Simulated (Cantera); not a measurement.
An isothermal, constant-pressure homogeneous reactor starts with CH₄ : N₂ = 1 : 3.7 (molar parts), at 1973 K and 9.87e-5 atm. Integrator tolerance rtol = 1e-08.

Detailed kinetics in Cantera: GRI-Mech 3.0 (53 species, 325 reactions). GRI-Mech 3.0 stops at C3 and has no aromatics, soot or wall deposition, so with more carbon than oxygen in the feed, carbon stays in small species such as C2H2 where larger ones or solid carbon would form. Radical loss at walls, strong at low pressure, is not modelled.

What does this change do: pressure from 9.87e-5 atm to 0.563 atm?


| quantity | before | after |
|---|---|---|
| x(CH₄) at 100 s | 8.44e-6 (gas-phase equilibrium 3.57e-8) | 0.000394 (gas-phase equilibrium 0.000264) |
| x(HCN) at 100 s | 0.000168 (gas-phase equilibrium 0.0974) | 0.00783 (gas-phase equilibrium 0.101) |
| x(C₂H₆) at 100 s | 1.59e-12 (gas-phase equilibrium <1e-12) | 8.17e-9 (gas-phase equilibrium 3.66e-9) |
| x(C₂H₂) at 100 s | 0.0871 (gas-phase equilibrium 0.0357) | 0.0835 (gas-phase equilibrium 0.0371) |
| x(CH₂) at 100 s | 3.06e-7 (gas-phase equilibrium 7.44e-8) | 1.23e-7 (gas-phase equilibrium 8.22e-8) |
| x(C₂H₄) at 100 s | 2.50e-7 (gas-phase equilibrium 6.21e-9) | 9.73e-5 (gas-phase equilibrium 4.32e-5) |
| x(H) at 100 s | 0.00978 (gas-phase equilibrium 0.0642) | 0.000921 (gas-phase equilibrium 0.000922) |
